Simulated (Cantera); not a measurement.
What does this Cantera script print?

```python
import numpy as np
import cantera as ct

gas = ct.Solution("gri30.yaml")
gas.TPX = 600, 19000, {'CH4': 1, 'O2': 2.11, 'N2': 5.68}
flame = ct.FreeFlame(gas, width=0.13)
flame.set_refine_criteria(ratio=3, slope=0.08, curve=0.16)
flame.transport_model = "mixture-averaged"
flame.solve(loglevel=0, auto=True)
z, T = flame.grid, flame.T
thick = (T[-1] - T[0]) / np.gradient(T, z).max()
show = ['CH4', 'O2', 'CO2', 'H2', 'CH2', 'C2H6']
print(f"laminar burning velocity  {flame.velocity[0] * 100:.3f} cm/s")
print(f"burnt temperature         {T[-1]:.1f} K")
print(f"thermal thickness         {thick * 1e3:.4f} mm")
print(f"grid points               {len(z)}")
z0 = z[flame.heat_release_rate.argmax()]
print(f"{'z/mm':>9s}{'T/K':>9s}{'u/(m/s)':>9s}" + "".join(f"{s:>11s}" for s in show))
rows = []
for k in (-3, -2, -1.5, -1, -0.5, -0.25, 0, 0.25, 0.5, 1, 2, 4, 8):
    zz = z0 + k * thick
    rows.append([k * thick, np.interp(zz, z, T), np.interp(zz, z, flame.velocity),
                 *(np.interp(zz, z, flame.X[gas.species_index(s)]) for s in show)])
    print(f"{rows[-1][0] * 1e3:9.3f}{rows[-1][1]:9.1f}{rows[-1][2]:9.3f}" + "".join(f"{x:11.3e}" for x in rows[-1][3:]))
```

Result:

```
laminar burning velocity  248.336 cm/s
burnt temperature         2449.3 K
thermal thickness         1.0809 mm
grid points               170
     z/mm      T/K  u/(m/s)        CH4         O2        CO2         H2        CH2       C2H6
   -3.243    600.1    2.485  1.137e-01  2.399e-01  1.626e-08  7.490e-04  3.828e-15  3.036e-08
   -2.162    600.7    2.492  1.134e-01  2.394e-01  3.527e-07  2.538e-03  4.066e-12  6.615e-07
   -1.621    604.7    2.515  1.128e-01  2.385e-01  3.908e-06  5.323e-03  4.283e-10  6.201e-06
   -1.081    649.3    2.721  1.091e-01  2.344e-01  9.950e-05  1.211e-02  2.860e-08  9.954e-05
   -0.540   1015.4    4.345  8.131e-02  2.032e-01  2.315e-03  2.578e-02  2.258e-06  1.084e-03
   -0.270   1442.7    6.278  4.521e-02  1.567e-01  7.595e-03  3.277e-02  3.682e-05  8.104e-04
    0.000   1844.7    8.138  1.287e-02  1.024e-01  1.714e-02  3.360e-02  1.112e-04  7.246e-05
    0.270   2026.0    8.985  1.665e-03  6.689e-02  2.879e-02  2.764e-02  4.680e-05  7.894e-07
    0.540   2067.4    9.165  1.224e-04  5.123e-02  3.945e-02  2.286e-02  4.814e-06  2.591e-09
    1.081   2089.5    9.224  5.092e-07  4.243e-02  5.320e-02  2.126e-02  2.157e-08  5.805e-14
    2.162   2113.8    9.290  9.654e-11  3.921e-02  6.259e-02  2.185e-02  4.538e-12  3.659e-20
    4.324   2146.7    9.406  1.891e-15  3.781e-02  6.566e-02  2.150e-02  2.288e-16  7.353e-26
    8.647   2196.9    9.589  2.260e-17  3.648e-02  6.727e-02  2.028e-02  1.197e-16  1.300e-30
```

Detailed kinetics in Cantera: GRI-Mech 3.0 (53 species, 325 reactions). Burning velocities carry a grid error of a few per cent, more on coarse grids.
